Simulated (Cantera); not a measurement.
What does this Cantera script print?

```python
import numpy as np
import cantera as ct

gas_names = [...]  # 151 gases of nasa_gas.yaml made of C, H, N, O, Si
cond_names = """
    C(gr) C6H6(L) C7H8(L) C8H18(L),n-octa H2O(s) H2O(L) Si(cr) Si(L) SiC(b) SiO2(Lqz) SiO2(hqz) SiO2(L)
    Si2N2O(s) Si3N4(a)
""".split()


# ... load() reads the species with a 1 bar reference pressure and builds the phases ...
atoms = {
    'SiC': {'Si': 1, 'C': 1},
    'N2O': {'N': 2, 'O': 1},
    'H2': {'H': 2},
}
top_T = {'C(gr)': 4500, 'SiC(b)': 3050, 'Si2N2O(s)': 2100, 'Si3N4(a)': 2400}  # K; cautious upper limits of use, not melting points


# ... equilibrate(T, P, feed) seeds the gas with the atoms and calls Mixture.equilibrate('TP', solver="vcs", rtol=1e-11, max_steps=5000) ...
results = []
feed = {'SiC': 1, 'N2O': 3.5, 'H2': 5.3}  # mol
T = 1123  # K
P = 9.5  # Pa
mix = equilibrate(T, P, feed)
results.append((T, P, feed, dict(zip(mix.species_names, mix.species_moles))))
x = sorted(zip(gas.X, gas.species_names), reverse=True)
print(f"T = {T:g} K  P = {P:g} Pa  gas = {mix.phase_moles(0):.4g} mol")
print("   x: " + "  ".join(f"{s} {v:.3e}" for v, s in x if v > 0.0001))
print("   condensed (mol): " + ("  ".join(f"{mix.phase(i).name} {mix.phase_moles(i):.4g}"
      for i in range(1, mix.n_phases) if mix.phase_moles(i) > 1e-12) or "none"))
```

Output:

```
T = 1123 K  P = 9.5 Pa  gas = 9.8 mol
   x: H2 4.973e-01  N2 3.571e-01  CO 9.449e-02  H2O 4.346e-02  CO2 7.555e-03
   condensed (mol): SiO2(hqz) 1
```

Cantera equilibrium calculation (NASA polynomials, part measured and part estimated; ideal gas, pure solids and liquids).
